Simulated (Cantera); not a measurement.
Cantera run:

```python
import numpy as np
import cantera as ct

gas_names = """
    O2 O TiO
""".split()
cond_names = """
    Ti2O3(a) Ti2O3(b) Ti2O3(L) Ti3O5(a) Ti3O5(b) Ti3O5(L) Ti4O7(s) Ti4O7(L)
""".split()


# ... load() reads the species with a 1 bar reference pressure and builds the phases ...
species = {s.name: s for s in load("nasa_gas.yaml", gas_names) + load("nasa_condensed.yaml", cond_names)}
# Each term lists the table entries of one substance; the one whose range holds T is used.
reactions = {
    '6 Ti2O3 + O2(g) = 4 Ti3O5':
        [(-6, ['Ti2O3(a)', 'Ti2O3(b)', 'Ti2O3(L)']), (-1, ['O2']), (4, ['Ti3O5(a)', 'Ti3O5(b)', 'Ti3O5(L)'])],
    '3 O(g) + 4 TiO(g) = Ti4O7':
        [(-3, ['O']), (-4, ['TiO']), (1, ['Ti4O7(s)', 'Ti4O7(L)'])],
}


def pick(names, T):
    return next(species[n] for n in names if species[n].thermo.min_temp <= T <= species[n].thermo.max_temp)


results = []
for label, terms in reactions.items():
    print(label)
    print("     T/K   dH/kJ  dS/(J/K)   dG/kJ   log10 K")
    for T in [525, 625, 725, 825, 925, 1025, 1125, 1225, 1325, 1425, 1525]:
        used = [(nu, pick(names, T)) for nu, names in terms]
        dH = sum(nu * s.thermo.h(T) for nu, s in used) / 1e6
        dS = sum(nu * s.thermo.s(T) for nu, s in used) / 1e3
        dG = dH - T * dS / 1e3
        logK = -dG * 1e6 / (ct.gas_constant * T * np.log(10))
        results.append((label, T, dH, dS, dG, logK, [s.name for _, s in used]))
        print(f"{T:8g} {dH:8.1f} {dS:8.1f} {dG:8.1f} {logK:8.2f}")
```

Result:

```
6 Ti2O3 + O2(g) = 4 Ti3O5
     T/K   dH/kJ  dS/(J/K)   dG/kJ   log10 K
     525   -672.3    -62.3   -639.6    63.64
     625   -681.3    -77.9   -632.6    52.87
     725   -691.0    -92.3   -624.1    44.96
     825   -700.6   -104.7   -614.2    38.89
     925   -709.5   -114.8   -603.2    34.06
    1025   -717.4   -123.0   -591.3    30.13
    1125   -724.0   -129.1   -578.7    26.87
    1225   -729.3   -133.6   -565.6    24.12
    1325   -733.1   -136.6   -552.0    21.76
    1425   -735.4   -138.3   -538.3    19.73
    1525   -736.1   -138.8   -524.4    17.96
3 O(g) + 4 TiO(g) = Ti4O7
     T/K   dH/kJ  dS/(J/K)   dG/kJ   log10 K
     525  -4360.8  -1197.3  -3732.2   371.33
     625  -4354.7  -1186.6  -3613.0   301.95
     725  -4347.9  -1176.6  -3494.9   251.79
     825  -4340.6  -1167.2  -3377.7   213.85
     925  -4332.9  -1158.4  -3261.4   184.17
    1025  -4324.8  -1150.1  -3146.0   160.32
    1125  -4316.5  -1142.3  -3031.4   140.75
    1225  -4307.9  -1135.0  -2917.5   124.40
    1325  -4299.1  -1128.1  -2804.4   110.55
    1425  -4290.1  -1121.6  -2691.9    98.67
    1525  -4280.9  -1115.3  -2580.0    88.37
```

Cantera with NASA thermochemical tables; ideal gases at 1 bar, condensed phases pure. Condensed species are held in their standard states even where they would react or evaporate.
